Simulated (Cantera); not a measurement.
Feed: 1 mol MgCO3, 1.8 mol SO2, 0.052 mol O2, held at 1330 Pa.

Method: chemical equilibrium by Gibbs-energy minimisation in Cantera with the NASA 1993 tables (ideal gas, pure condensed phases). Candidate condensed phases: C, Mg, MgCO3, MgO, MgS, MgSO4, S; 26 gas species. Equilibrium is a limit: real reactors are often held back by kinetics, nucleation or transport. All values below are at 1773 K.

Base state: SO2 0.629, CO2 0.347, O2 0.0200, CO 0.00329, SO 0.000562, SO3 0.000119, O 0.000115 (mole fractions); condensed: MgO(s).

**Question.** What changes in the equilibrium state with this change: O2 from 0.052 to 0.73 mol?

**Answer.** 
| species | before | after |
|---|---|---|
| SO2 | 0.629 | 0.509 |
| CO2 | 0.347 | 0.282 |
| O2 | 0.0200 | 0.207 |
| SO | 0.000562 | 0.000141 |
| CO | 0.00329 | 0.000833 |
| O | 0.000115 | 0.000370 |
| SO3 | 0.000119 | 0.000309 |
| MgO(s), mol | 1.00 | 1.00 |
